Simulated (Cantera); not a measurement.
Input (Python, Cantera) and output of one run.

```python
import numpy as np
import cantera as ct

gas_names = """

""".split()
cond_names = """
    Ni3S4(s) Ni(cr) Ni(L) S(cr1) S(cr2) S(L)
""".split()


def load(file, names, dense=False):
    # The tables refer to 1 bar. Condensed volumes are neglected.
    table = {s.name: s for s in ct.Species.list_from_file(file)}
    out = []
    for n in names:
        d = dict(table[n].input_data)
        d["thermo"] = dict(d["thermo"], **{"reference-pressure": 1e5})
        if dense:
            d["equation-of-state"] = {"model": "constant-volume", "density": "1e6 g/cm^3"}
        out.append(ct.Species.from_dict(d))
    return out


species = {s.name: s for s in load("nasa_gas.yaml", gas_names) + load("nasa_condensed.yaml", cond_names)}
# Each term lists the table entries of one substance; the one whose range holds T is used.
reactions = {
    'Ni3S4 = 3 Ni + 4 S':
        [(-1, ['Ni3S4(s)']), (3, ['Ni(cr)', 'Ni(L)']), (4, ['S(cr1)', 'S(cr2)', 'S(L)'])],
}


def pick(names, T):
    return next(species[n] for n in names if species[n].thermo.min_temp <= T <= species[n].thermo.max_temp)


results = []
for label, terms in reactions.items():
    print(label)
    print("     T/K   dH/kJ  dS/(J/K)   dG/kJ   log10 K")
    for T in [423, 448, 473, 498, 523, 548, 573, 598]:
        used = [(nu, pick(names, T)) for nu, names in terms]
        dH = sum(nu * s.thermo.h(T) for nu, s in used) / 1e6
        dS = sum(nu * s.thermo.s(T) for nu, s in used) / 1e3
        dG = dH - T * dS / 1e3
        logK = -dG * 1e6 / (ct.gas_constant * T * np.log(10))
        results.append((label, T, dH, dS, dG, logK, [s.name for _, s in used]))
        print(f"{T:8g} {dH:8.1f} {dS:8.1f} {dG:8.1f} {logK:8.2f}")
```

Output:

```
Ni3S4 = 3 Ni + 4 S
     T/K   dH/kJ  dS/(J/K)   dG/kJ   log10 K
     423    311.7     59.0    286.8   -35.42
     448    313.2     62.3    285.3   -33.26
     473    314.8     65.7    283.7   -31.33
     498    316.4     69.0    282.0   -29.58
     523    317.8     71.9    280.2   -27.99
     548    319.2     74.4    278.4   -26.54
     573    320.4     76.6    276.5   -25.21
     598    321.5     78.5    274.6   -23.98
```

Standard-state values (1 bar) from the NASA 1993 polynomials, evaluated with Cantera. Condensed species are held in their standard states even where they would react or evaporate.
